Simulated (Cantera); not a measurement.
An isothermal, constant-pressure homogeneous reactor starts with H₂ : O₂ = 0.0048 : 1 (molar parts), equivalence ratio 0.0024, at 1425 K and 0.00799 atm.

Detailed kinetics in Cantera: the H2/O2 subset of GRI-Mech 3.0, which has no nitrogen chemistry. Radical loss at walls, strong at low pressure, is not modelled.

x: mole fraction; the columns are a selection and need not sum to one.

```json
[
 {"t (s)": "0.000300", "x H₂": "0.00478", "x O₂": "0.995", "x H": "___", "x HO₂": "2.84e-8", "x OH": "2.79e-8", "x H₂O": "4.46e-9"},
 {"t (s)": "0.000917", "x H₂": "0.00478", "x O₂": "0.995", "x H": "___", "x HO₂": "8.67e-8", "x OH": "1.25e-7", "x H₂O": "5.82e-8"},
 {"t (s)": "0.00280", "x H₂": "0.00477", "x O₂": "0.995", "x H": "___", "x HO₂": "2.63e-7", "x OH": "1.29e-6", "x H₂O": "1.28e-6"},
 {"t (s)": "0.00857", "x H₂": "0.00413", "x O₂": "0.995", "x H": "___", "x HO₂": "3.37e-7", "x OH": "0.000355", "x H₂O": "0.000461"},
 {"t (s)": "0.0262", "x H₂": "9.49e-6", "x O₂": "0.991", "x H": "6.41e-5", "x HO₂": "1.10e-7", "x OH": "0.000681", "x H₂O": "0.00439"},
 {"t (s)": "0.0801", "x H₂": "8.91e-6", "x O₂": "0.991", "x H": "6.21e-5", "x HO₂": "1.08e-7", "x OH": "0.000672", "x H₂O": "0.00440"},
 {"t (s)": "0.245", "x H₂": "8.43e-6", "x O₂": "0.991", "x H": "___", "x HO₂": "1.05e-7", "x OH": "0.000654", "x H₂O": "0.00441"},
 {"t (s)": "0.749", "x H₂": "7.18e-6", "x O₂": "0.992", "x H": "___", "x HO₂": "9.60e-8", "x OH": "0.000603", "x H₂O": "0.00445"},
 {"t (s)": "2.29", "x H₂": "4.68e-6", "x O₂": "0.993", "x H": "___", "x HO₂": "7.55e-8", "x OH": "0.000488", "x H₂O": "0.00452"},
 {"t (s)": "7.00", "x H₂": "1.86e-6", "x O₂": "0.994", "x H": "___", "x HO₂": "4.43e-8", "x OH": "0.000308", "x H₂O": "0.00463"},
 {"t (s)": "21.4", "x H₂": "4.30e-7", "x O₂": "0.995", "x H": "___", "x HO₂": "2.10e-8", "x OH": "0.000148", "x H₂O": "0.00471"},
 {"t (s)": "65.4", "x H₂": "8.26e-8", "x O₂": "0.995", "x H": "___", "x HO₂": "1.82e-8", "x OH": "6.49e-5", "x H₂O": "0.00476"},
 {"t (s)": "200", "x H₂": "3.61e-8", "x O₂": "0.995", "x H": "___", "x HO₂": "2.30e-8", "x OH": "4.29e-5", "x H₂O": "0.00477"}
]
```

Question: Complete the blanks.

Answer: 
- 0.000300, x H: 4.05e-9
- 0.000917, x H: 8.88e-9
- 0.00280, x H: 6.74e-8
- 0.00857, x H: 1.91e-5
- 0.245, x H: 5.70e-5
- 0.749, x H: 4.44e-5
- 2.29, x H: 2.31e-5
- 7.00, x H: 5.65e-6
- 21.4, x H: 6.16e-7
- 65.4, x H: 5.15e-8
- 200, x H: 1.49e-8
